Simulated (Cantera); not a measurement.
# Stirred combustor or abatement burner

A perfectly stirred reactor is fed with CH4 : O2 : N2 : CO2 = 1 : 4.76 : 17.9 : 0.091 (molar parts), equivalence ratio 0.42, at 2850 Torr; it is adiabatic with a 725 K inlet, and is followed from long to short residence time, starting on the burning branch (τ in s: 0.082, 0.034, 0.014, 0.0056, 0.0023, 0.00094, 0.00039, 0.00016, 6.4e-05, 2.6e-05, 1.1e-05).

Model: GRI-Mech 3.0 (53 species, 325 reactions), integrated in Cantera.

```csv
τ (s),T (K),x CH4,x O2,x CH2,x CO,x C2H4,x C2H2
0.082,1668,1.09e-5,0.116,7.01e-9,0.000137,5.85e-9,2.47e-9
0.034,1667,2.00e-5,0.116,1.62e-8,0.000258,1.51e-8,5.20e-9
0.014,1664,3.65e-5,0.116,3.68e-8,0.000487,3.60e-8,9.82e-9
0.0056,1658,6.80e-5,0.117,8.29e-8,0.000942,8.20e-8,1.72e-8
0.0023,1648,0.000127,0.117,1.77e-7,0.00180,1.76e-7,2.79e-8
0.00094,1630,0.000250,0.118,3.64e-7,0.00354,4.00e-7,4.64e-8
0.00039,1589,0.000586,0.121,7.07e-7,0.00745,1.34e-6,1.07e-7
0.00016,725,0.0421,0.200,<1e-12,<1e-12,<1e-12,<1e-12
6.4e-5,725,0.0421,0.200,<1e-12,<1e-12,<1e-12,<1e-12
2.6e-5,725,0.0421,0.200,<1e-12,<1e-12,<1e-12,<1e-12
1.1e-5,725,0.0421,0.200,<1e-12,<1e-12,<1e-12,<1e-12
```
x: mole fraction; the columns are a selection and need not sum to one.
